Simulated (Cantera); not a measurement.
Cantera run, input and output.

```python
import numpy as np
import cantera as ct

gas = ct.Solution("gri30.yaml")
gas.TPX = 1673, 101325, {'CH4': 1, 'O2': 1.43, 'N2': 5.37}
reactor = ct.IdealGasConstPressureReactor(gas, energy="on", clone=False)
net = ct.ReactorNet([reactor])
net.rtol, net.atol = 1e-08, 1e-16
show = ['CH4', 'O2', 'C2H2', 'C2H6', 'OH', 'CH2CO', 'NO2']
times = np.geomspace(2e-06, 2, 16)

steps = ct.SolutionArray(gas, extra=["t"])
rows = []
print(f"{'t/s':>10s}{'T/K':>9s}{'P/Pa':>11s}" + "".join(f"{s:>11s}" for s in show))
for t in times:
    while net.time < t:
        t_next = net.step()
        steps.append(gas.state, t=t_next)
    rows.append([np.interp(t, steps.t, y) for y in (steps.T, steps.P, *steps(*show).X.T)])
    print(f"{t:10.3e}{rows[-1][0]:9.1f}{rows[-1][1]:11.4g}" + "".join(f"{x:11.3e}" for x in rows[-1][2:]))
rate = np.gradient(steps.T, steps.t)
print("integrator steps:", len(steps.t))
if steps.T.max() > steps.T[0] + 200:
    print(f"time of steepest temperature rise: {steps.t[rate.argmax()]:.4e} s")
gas.TPX = 1673, 101325, {'CH4': 1, 'O2': 1.43, 'N2': 5.37}
gas.equilibrate("HP")
print(f"equilibrium (HP): T = {gas.T:.1f} K  " + "  ".join(f"{s} {gas[s].X[0]:.3e}" for s in show))
```

It prints:

```
       t/s      T/K       P/Pa        CH4         O2       C2H2       C2H6         OH      CH2CO        NO2
 2.000e-06   1673.0  1.013e+05  1.282e-01  1.833e-01  2.087e-15  1.724e-10  1.116e-07  7.228e-17  1.533e-19
 5.024e-06   1672.9  1.013e+05  1.282e-01  1.833e-01  1.702e-13  3.294e-09  1.539e-07  9.870e-15  3.329e-18
 1.262e-05   1672.8  1.013e+05  1.282e-01  1.833e-01  1.074e-11  6.247e-08  2.774e-07  1.113e-12  6.519e-17
 3.170e-05   1672.7  1.013e+05  1.280e-01  1.833e-01  6.804e-10  1.348e-06  6.663e-07  1.573e-10  1.325e-15
 7.962e-05   1673.0  1.013e+05  1.274e-01  1.829e-01  5.757e-08  3.492e-05  2.207e-06  3.568e-08  2.979e-14
 2.000e-04   1697.5  1.013e+05  1.184e-01  1.775e-01  1.349e-05  8.471e-04  2.310e-05  2.086e-05  2.993e-12
 5.024e-04   2789.1  1.013e+05  7.369e-14  4.309e-03  1.890e-16  5.441e-27  1.664e-02  6.429e-16  7.043e-08
 1.262e-03   2811.4  1.013e+05  1.102e-13  3.605e-03  3.008e-16  9.950e-27  1.547e-02  8.807e-16  2.386e-07
 3.170e-03   2807.3  1.013e+05  1.150e-13  3.421e-03  3.107e-16  1.070e-26  1.511e-02  9.018e-16  3.503e-07
 7.962e-03   2806.8  1.013e+05  1.154e-13  3.403e-03  3.116e-16  1.077e-26  1.508e-02  9.038e-16  3.612e-07
 2.000e-02   2806.8  1.013e+05  1.154e-13  3.403e-03  3.116e-16  1.077e-26  1.508e-02  9.039e-16  3.612e-07
 5.024e-02   2806.8  1.013e+05  1.154e-13  3.403e-03  3.116e-16  1.077e-26  1.508e-02  9.039e-16  3.612e-07
 1.262e-01   2806.8  1.013e+05  1.154e-13  3.403e-03  3.116e-16  1.077e-26  1.508e-02  9.039e-16  3.612e-07
 3.170e-01   2806.8  1.013e+05  1.154e-13  3.403e-03  3.116e-16  1.077e-26  1.508e-02  9.039e-16  3.612e-07
 7.962e-01   2806.8  1.013e+05  1.154e-13  3.403e-03  3.116e-16  1.077e-26  1.508e-02  9.039e-16  3.612e-07
 2.000e+00   2806.8  1.013e+05  1.154e-13  3.403e-03  3.116e-16  1.077e-26  1.508e-02  9.039e-16  3.612e-07
integrator steps: 1751
time of steepest temperature rise: 2.8411e-04 s
equilibrium (HP): T = 2806.8 K  CH4 1.404e-13  O2 3.403e-03  C2H2 3.312e-16  C2H6 1.537e-26  OH 1.508e-02  CH2CO 9.739e-16  NO2 3.612e-07
```

Cantera simulation using GRI-Mech 3.0 (53 species, 325 reactions); the numbers are that mechanism's predictions, not measurements.
